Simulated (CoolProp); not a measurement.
A single-stage vapour-compression cycle with R236FA: evaporating at 319.15 K (dew point), condensing at 343.15 K (bubble point), superheat 8 K, subcooling 8 K, compressor efficiency 0.65, no pressure losses. Each further row changes one setting.

Computed with CoolProp (reference Helmholtz-energy equation of state, Pan 2012).

```csv
case,cooling COP,pressure ratio,discharge temperature (K),refrigerating effect (kJ/kg),volumetric capacity (kJ/m³)
as stated,8.00,1.89,350.8,119,3990
evaporating temperature 324.15 K,10.5,1.64,350.8,122,4720
condensing temperature 338.15 K,10.4,1.67,346.0,126,4210
subcooling 13 K,8.45,1.89,350.8,126,4210
superheat 18 K,8.19,1.89,360.5,129,4110
compressor efficiency 0.55,6.77,1.89,353.3,119,3990
```
